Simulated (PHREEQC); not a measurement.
**Phosphoric acid bath (model solution)**

Solution (25 °C): 0.0039 mol/kgw H3PO4 and 0.00018 mol/kgw K2HPO4. Closed to the air; pH follows from the charge balance.

Model: ion-association model, phreeqc.dat, run in PHREEQC.

Each row changes one thing in this solution. No solid was allowed to form.

| case | pH | ionic strength (mol/kgw) | H2PO4- (mol/kgw) | HPO4-2 (mol/kgw) |
|---|---|---|---|---|
| as made | 2.60 | 0.00302 | 0.00302 | 8.90e-8 |
| 0.00018 mol/kgw H2SO4 added | 2.56 | 0.00343 | 0.00296 | 8.04e-8 |
| H3PO4 left out | 8.70 | 0.000535 | 5.22e-6 | 0.000175 |
| 0.0035 mol/kgw (NH4)2HPO4 added | 3.97 | 0.00748 | 0.00747 | 5.61e-6 |
| H3PO4 replaced by (NH4)2HPO4 at the same molality | 8.03 | 0.0114 | 0.000402 | 0.00368 |
| diluted 100-fold with water | 4.43 | 4.07e-5 | 4.05e-5 | 6.99e-8 |
| K2HPO4 replaced by K2SiO3 at the same molality | 2.62 | 0.00292 | 0.00292 | 8.91e-8 |
| 0.00021 mol/kgw TMAH added | 2.63 | 0.00307 | 0.00307 | 9.64e-8 |

Some of these states are supersaturated (in Quartz (slow to form), for instance).
